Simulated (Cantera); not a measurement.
# Carbothermic reduction: Fe3O4 + CO + H2 + CH4

Charge: 1 mol Fe3O4, 3.6 mol CO, 3.3 mol H2, 2.2 mol CH4, at 1325 °C.

Equilibrium computed with Cantera from the NASA thermochemical tables; the gas is ideal and each condensed phase is pure. Candidate condensed phases: C, C6H6, C7H8, C8H18, Fe, Fe(CO)5, FeO, Fe(OH)2, Fe(OH)3, Fe2O3, Fe3O4, H2O; 114 gas species. Kinetics and transport are ignored.

From 10.0 Pa to 10.0 bar the condensed part is Fe(γ). The main Fe-bearing gas is Fe at 10.0 Pa and Fe(OH)2 at 10.0 bar.

| P (Pa) | log p H2 | log p CO | log p H2O | log p CO2 | log p Fe | n Fe(γ) |
|---|---|---|---|---|---|---|
| 10 | -4.34 | -4.40 | -4.99 | -5.53 | -5.98 | 2.86 |
| 36 | -3.78 | -3.84 | -4.43 | -4.97 | -5.98 | 2.96 |
| 130 | -3.22 | -3.28 | -3.87 | -4.41 | -5.98 | 2.99 |
| 460 | -2.67 | -2.74 | -3.32 | -3.87 | -5.98 | 3.00 |
| 1700 | -2.10 | -2.17 | -2.75 | -3.30 | -5.98 | 3.00 |
| 6000 | -1.55 | -1.62 | -2.21 | -2.75 | -5.98 | 3.00 |
| 22000 | -0.99 | -1.06 | -1.64 | -2.19 | -5.98 | 3.00 |
| 77000 | -0.44 | -0.51 | -1.10 | -1.64 | -5.98 | 3.00 |
| 280000 | 0.12 | 0.05 | -0.54 | -1.08 | -5.98 | 3.00 |
| 1000000 | 0.67 | 0.60 | 0.02 | -0.53 | -5.98 | 3.00 |
log p: log10 of the partial pressure in bar; n: condensed amount in mol.
